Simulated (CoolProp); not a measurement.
Vapour-liquid equilibrium of ethanol (1) + hexamethyldisiloxane (MM) (2) at 10.5 bar; x and y are mole fractions of (1).

The numbers come from the multi-fluid Helmholtz-energy mixture model, Schroeder 2014 and Thol 2016; pair parameters Bell 2016 in CoolProp.

Task: Give the bubble temperature and the first vapour's composition at x = 0.05, 0.125, 0.35. Is there an azeotrope?

Result: x = 0.05: 469.9 K, y = 0.155; x = 0.125: 457.6 K, y = 0.331; x = 0.35: 439.3 K, y = 0.590. No azeotrope shows between x = 0.05 and 0.95.

Pair parameters are fitted to limited data, so mixtures are less certain than the pure fluids.
